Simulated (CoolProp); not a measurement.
Saturated liquid density (kg/m³) of ethane: the reference equation beside estimates from Tc = 32.2 °C, pc = 4.872 MPa, ω = 0.099. Rackett uses Z = 0.29056 − 0.08775 ω.

Values from CoolProp's reference Helmholtz-energy equation of state, Bücker 2006.

```csv
T (°C),reference,Rackett,van der Waals,Redlich-Kwong,Soave-Redlich-Kwong,Peng-Robinson
-96.35,553.4,550.4,360.7,532.2,533.6,602.2
-91.55,[?],544.6,357.0,525.8,527.6,595.7
-86.75,541.5,538.6,353.2,[?],521.4,589.0
-81.95,[?],532.5,349.2,512.4,515.1,582.1
-77.15,529.2,[?],345.2,[?],508.4,574.9
-72.35,[?],520.1,341.1,498.2,501.6,567.4
-67.55,516.5,513.6,336.9,490.7,494.5,559.6
-62.75,509.9,507.1,332.5,483.0,487.2,551.6
-57.95,503.2,500.3,328.0,475.1,[?],543.2
```

Q: What belongs in the gaps?

A: 
- -91.55, reference: 547.5
- -86.75, Redlich-Kwong: 519.2
- -81.95, reference: 535.4
- -77.15, Rackett: 526.4
- -77.15, Redlich-Kwong: 505.4
- -72.35, reference: 522.9
- -57.95, Soave-Redlich-Kwong: 479.6

Absolute difference from the reference over all 9 rows, mean and median: Rackett 0.5 and 0.5 %, van der Waals 34.8 and 34.8 %, Redlich-Kwong 4.6 and 4.5 %, Soave-Redlich-Kwong 4.0 and 3.9 %, Peng-Robinson 8.5 and 8.6 %.
